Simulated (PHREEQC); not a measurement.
A solution holds 0.0099 mol NaOH per kg of water, at 20 °C. Closed to the air; pH follows from the charge balance.

All values are PHREEQC results (ion-association model, phreeqc.dat), not measurements.

| Quantity | Value |
|---|---|
| pH | 12.12 |
| ionic strength | 0.00990 mol/kgw |
| specific conductance | 2030 µS/cm |
| total alkalinity | 9.90 meq/kg |

```tsv
species	molality	activity	log γ
OH-	0.00990	0.00892	-0.045
Na+	0.00990	0.00895	-0.044
```

No solid was allowed to form.
